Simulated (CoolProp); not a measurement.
Vapour-liquid equilibrium of CHF3 (R23) (1) + propylene (2) at 241.2 K; x and y are mole fractions of (1).

The numbers come from the multi-fluid Helmholtz-energy mixture model, Penoncello 2003 and Lemmon 2013; pair parameters Bell 2016 in CoolProp.

```json
[
 {"x": "0.05", "bubble pressure, mixture model (MPa)": "0.3004", "bubble pressure, Raoult's law (MPa)": "0.2335", "y, mixture model": "0.358", "y, Raoult's law": "0.202"},
 {"x": "0.15", "bubble pressure, mixture model (MPa)": "0.4672", "bubble pressure, Raoult's law (MPa)": "0.3081", "y, mixture model": "0.606", "y, Raoult's law": "0.459"},
 {"x": "0.25", "bubble pressure, mixture model (MPa)": "0.5879", "bubble pressure, Raoult's law (MPa)": "0.3827", "y, mixture model": "0.704", "y, Raoult's law": "0.616"},
 {"x": "0.35", "bubble pressure, mixture model (MPa)": "0.6743", "bubble pressure, Raoult's law (MPa)": "0.4574", "y, mixture model": "0.756", "y, Raoult's law": "0.721"},
 {"x": "0.45", "bubble pressure, mixture model (MPa)": "0.7372", "bubble pressure, Raoult's law (MPa)": "0.5320", "y, mixture model": "0.791", "y, Raoult's law": "0.797"},
 {"x": "0.55", "bubble pressure, mixture model (MPa)": "0.7858", "bubble pressure, Raoult's law (MPa)": "0.6066", "y, mixture model": "0.818", "y, Raoult's law": "0.854"},
 {"x": "0.65", "bubble pressure, mixture model (MPa)": "0.8267", "bubble pressure, Raoult's law (MPa)": "0.6812", "y, mixture model": "0.843", "y, Raoult's law": "0.899"},
 {"x": "0.75", "bubble pressure, mixture model (MPa)": "0.8643", "bubble pressure, Raoult's law (MPa)": "0.7558", "y, mixture model": "0.872", "y, Raoult's law": "0.935"},
 {"x": "0.85", "bubble pressure, mixture model (MPa)": "0.8999", "bubble pressure, Raoult's law (MPa)": "0.8304", "y, mixture model": "0.909", "y, Raoult's law": "0.965"},
 {"x": "0.95", "bubble pressure, mixture model (MPa)": "0.9311", "bubble pressure, Raoult's law (MPa)": "0.9050", "y, mixture model": "0.962", "y, Raoult's law": "0.989"}
]
```

The largest gap from Raoult's law is +53.6 % in bubble pressure, at x = 0.25. No azeotrope shows between x = 0.05 and 0.95.

The pair parameters rest on a limited set of measurements; away from them the model extrapolates. With so large a gap from Raoult's law the liquid may split in two, which this calculation doesn't test in full.
